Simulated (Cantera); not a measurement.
Feed: 1 mol C₂H₆, 0.48 mol H₂, 6 mol N₂, at 2227 °C and 1.50 mbar.

Method: chemical equilibrium by Gibbs-energy minimisation in Cantera with the NASA 1993 tables (ideal gas, pure condensed phases). Candidate condensed phases: C, C₆H₆, C₇H₈, C₈H₁₈; 92 gas species. Rates play no part.

Base state: N₂ 0.534, H 0.267, H₂ 0.170, HCN 0.0213, HNC 0.00250, CN 0.00195, C₂H₂ (acetylene) 0.00184, C₃ 0.000331 (mole fractions); condensed: C(graphite).

**Question.** What changes in the equilibrium state with this change: pressure from 1.50 mbar to 45.0 Pa?

**Answer.** 
```csv
species,before,after
N₂,0.534,0.502
H,0.267,0.374
H₂,0.170,0.0998
HCN,0.0213,0.0158
C₂,3.05e-5,0.000102
C,0.000111,0.000370
C₃,0.000331,0.00110
CN,0.00195,0.00344
"C(graphite), mol",1.66,1.67
```
